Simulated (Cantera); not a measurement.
Abatement and gas-phase synthesis: H₂S + H₂O + N₂

Input: 1 mol H₂S, 0.3 mol H₂O, 16 mol N₂, held at 120 bar.

Cantera equilibrium calculation (NASA polynomials, part measured and part estimated; ideal gas, pure solids and liquids). Candidate condensed phases: H₂O, H₂SO₄, S; 35 gas species. The ideal-gas law is rough above about 30 bar. Gases not in the tables: S₃ to S₇. The numbers say what is thermodynamically allowed, not how fast it happens.

From 1198 K to 2298 K nothing is condensed.

```json
[
 {"T (K)": "1198", "x N₂": "0.923", "x H₂S": "0.0532", "x H₂": "0.00452", "x S₂": "0.00224", "x H₂O": "0.0173", "x SH": "1.15e-5", "x SO": "1.40e-7", "x SO₂": "8.35e-6"},
 {"T (K)": "1298", "x N₂": "0.922", "x H₂S": "0.0506", "x H₂": "0.00698", "x S₂": "0.00346", "x H₂O": "0.0172", "x SH": "3.15e-5", "x SO": "4.89e-7", "x SO₂": "1.25e-5"},
 {"T (K)": "1398", "x N₂": "0.920", "x H₂S": "0.0475", "x H₂": "0.01000", "x S₂": "0.00494", "x H₂O": "0.0172", "x SH": "7.37e-5", "x SO": "1.44e-6", "x SO₂": "1.81e-5"},
 {"T (K)": "1498", "x N₂": "0.919", "x H₂S": "0.0440", "x H₂": "0.0134", "x S₂": "0.00662", "x H₂O": "0.0172", "x SH": "0.000152", "x SO": "3.69e-6", "x SO₂": "2.55e-5"},
 {"T (K)": "1598", "x N₂": "0.917", "x H₂S": "0.0401", "x H₂": "0.0172", "x S₂": "0.00841", "x H₂O": "0.0171", "x SH": "0.000280", "x SO": "8.49e-6", "x SO₂": "3.53e-5"},
 {"T (K)": "1698", "x N₂": "0.915", "x H₂S": "0.0361", "x H₂": "0.0210", "x S₂": "0.0102", "x H₂O": "0.0170", "x SH": "0.000474", "x SO": "1.78e-5", "x SO₂": "4.81e-5"},
 {"T (K)": "1798", "x N₂": "0.913", "x H₂S": "0.0322", "x H₂": "0.0247", "x S₂": "0.0120", "x H₂O": "0.0169", "x SH": "0.000746", "x SO": "3.45e-5", "x SO₂": "6.46e-5"},
 {"T (K)": "1898", "x N₂": "0.912", "x H₂S": "0.0285", "x H₂": "0.0282", "x S₂": "0.0136", "x H₂O": "0.0168", "x SH": "0.00110", "x SO": "6.28e-5", "x SO₂": "8.55e-5"},
 {"T (K)": "1998", "x N₂": "0.910", "x H₂S": "0.0250", "x H₂": "0.0315", "x S₂": "0.0150", "x H₂O": "0.0167", "x SH": "0.00154", "x SO": "0.000108", "x SO₂": "0.000111"},
 {"T (K)": "2098", "x N₂": "0.909", "x H₂S": "0.0219", "x H₂": "0.0344", "x S₂": "0.0161", "x H₂O": "0.0165", "x SH": "0.00207", "x SO": "0.000176", "x SO₂": "0.000143"},
 {"T (K)": "2198", "x N₂": "0.907", "x H₂S": "0.0191", "x H₂": "0.0369", "x S₂": "0.0171", "x H₂O": "0.0163", "x SH": "0.00268", "x SO": "0.000274", "x SO₂": "0.000179"},
 {"T (K)": "2298", "x N₂": "0.906", "x H₂S": "0.0167", "x H₂": "0.0391", "x S₂": "0.0178", "x H₂O": "0.0160", "x SH": "0.00335", "x SO": "0.000410", "x SO₂": "0.000221"}
]
```
x: gas mole fraction; nothing condenses.
